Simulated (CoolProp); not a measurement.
A single-stage vapour-compression cycle with n-butane: evaporating at 278.15 K (dew point), condensing at 312.15 K (bubble point), superheat 8 K, subcooling 0 K, compressor efficiency 0.9, no pressure losses. Each further row changes one setting.

Model: reference Helmholtz-energy equation of state, Bücker 2006, in CoolProp.

| case | cooling COP | pressure ratio | discharge temperature (K) | refrigerating effect (kJ/kg) | volumetric capacity (kJ/m³) |
|---|---|---|---|---|---|
| as stated | 6.42 | 2.96 | 319.3 | 312 | 988 |
| evaporating temperature 283.15 K | 7.82 | 2.48 | 319.1 | 319 | 1200 |
| condensing temperature 307.15 K | 7.71 | 2.57 | 314.7 | 324 | 1030 |
| subcooling 5 K | 6.68 | 2.96 | 319.3 | 324 | 1030 |
| superheat 18 K | 6.50 | 2.96 | 329.2 | 329 | 1000 |
| compressor efficiency 0.8 | 5.70 | 2.96 | 322.4 | 312 | 988 |
